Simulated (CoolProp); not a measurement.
Cyclopentane at 298.15 K and 0.775 MPa flows at 0.75 m/s in a round tube of 4.6 mm bore and 15 µm roughness, fully developed (64/Re and Nu = 3.66 if laminar; Colebrook and Gnielinski if turbulent). Each further row changes one setting.

The numbers come from the reference Helmholtz-energy equation of state, Gedanitz 2015 in CoolProp.

```
case              Reynolds number  Darcy friction factor  pressure drop (Pa/m)  heat-transfer coefficient (W/(m² K))  mass flow (kg/h)
----------------  ---------------  ---------------------  --------------------  ------------------------------------  ----------------
as stated                     ___                    ___                   ___                                  1650              33.3
velocity 1.5 m/s            16400                 0.0327                   ___                                  3250              66.5
diameter 9.2 mm             16400                    ___                   683                                  1530               ___
```

Question: Fill in the missing entries.

Answer: 
- as stated, Reynolds number: 8210
- as stated, Darcy friction factor: 0.0368
- as stated, pressure drop (Pa/m): 1670
- velocity 1.5 m/s, pressure drop (Pa/m): 5940
- diameter 9.2 mm, Darcy friction factor: 0.0302
- diameter 9.2 mm, mass flow (kg/h): 133

Viscosity comes from a separate model (Chung 1988), a generic estimate that can be far off for the liquid and wasn't checked against measurements. Thermal conductivity comes from a separate model (Vassiliou 2015).
